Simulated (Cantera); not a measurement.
Cantera run, input and output.

```python
import numpy as np
import cantera as ct

gas = ct.Solution("h2o2.yaml")
gas.TPX = 350, 340000, {'H2': 1, 'O2': 0.263, 'N2': 0.989}
flame = ct.FreeFlame(gas, width=0.017)
flame.set_refine_criteria(ratio=3, slope=0.08, curve=0.16)
flame.transport_model = "mixture-averaged"
flame.solve(loglevel=0, auto=True)
z, T = flame.grid, flame.T
thick = (T[-1] - T[0]) / np.gradient(T, z).max()
show = ['H2', 'O2', 'O', 'H2O', 'H2O2', 'HO2']
print(f"laminar burning velocity  {flame.velocity[0] * 100:.3f} cm/s")
print(f"burnt temperature         {T[-1]:.1f} K")
print(f"thermal thickness         {thick * 1e3:.4f} mm")
print(f"grid points               {len(z)}")
z0 = z[flame.heat_release_rate.argmax()]
print(f"{'z/mm':>9s}{'T/K':>9s}{'u/(m/s)':>9s}" + "".join(f"{s:>11s}" for s in show))
rows = []
for k in (-3, -2, -1.5, -1, -0.5, -0.25, 0, 0.25, 0.5, 1, 2, 4, 8):
    zz = z0 + k * thick
    rows.append([k * thick, np.interp(zz, z, T), np.interp(zz, z, flame.velocity),
                 *(np.interp(zz, z, flame.X[gas.species_index(s)]) for s in show)])
    print(f"{rows[-1][0] * 1e3:9.3f}{rows[-1][1]:9.1f}{rows[-1][2]:9.3f}" + "".join(f"{x:11.3e}" for x in rows[-1][3:]))
```

It prints:

```
laminar burning velocity  381.215 cm/s
burnt temperature         2139.2 K
thermal thickness         0.0733 mm
grid points               112
     z/mm      T/K  u/(m/s)         H2         O2          O        H2O       H2O2        HO2
   -0.220    350.0    3.812  4.440e-01  1.168e-01  3.225e-12  1.894e-10  1.370e-12  1.489e-11
   -0.147    350.0    3.812  4.440e-01  1.168e-01  1.008e-10  8.555e-09  7.286e-11  7.741e-10
   -0.110    350.1    3.813  4.439e-01  1.168e-01  1.741e-09  2.213e-07  2.239e-09  2.341e-08
   -0.073    351.2    3.821  4.433e-01  1.169e-01  2.808e-08  5.504e-06  6.738e-08  6.886e-07
   -0.037    404.5    4.325  4.317e-01  1.187e-01  3.571e-06  1.432e-03  2.377e-05  2.494e-04
   -0.018    714.7    7.373  3.944e-01  1.120e-01  1.536e-04  2.593e-02  1.213e-04  7.586e-04
    0.000   1139.4   11.440  3.327e-01  8.621e-02  1.110e-03  8.754e-02  4.110e-05  2.989e-04
    0.018   1445.6   14.369  2.693e-01  4.770e-02  2.279e-03  1.628e-01  4.839e-06  1.373e-04
    0.037   1619.0   16.037  2.299e-01  1.977e-02  1.941e-03  2.154e-01  1.813e-06  5.421e-05
    0.073   1766.5   17.410  2.103e-01  2.892e-03  8.797e-04  2.485e-01  8.175e-07  7.527e-06
    0.147   1877.0   18.376  2.138e-01  3.363e-04  4.736e-04  2.556e-01  4.102e-07  9.803e-07
    0.293   1971.2   19.172  2.208e-01  1.278e-04  2.417e-04  2.586e-01  2.017e-07  4.259e-07
    0.586   2041.6   19.752  2.262e-01  5.403e-05  1.029e-04  2.611e-01  9.404e-08  1.957e-07
```

Computed with Cantera and the H2/O2 subset of GRI-Mech 3.0, which has no nitrogen chemistry. The hydrogen kinetics of GRI-Mech 3.0 are dated; newer H2 mechanisms differ, most at raised pressure. Burning velocities carry a grid error of a few per cent, more on coarse grids.
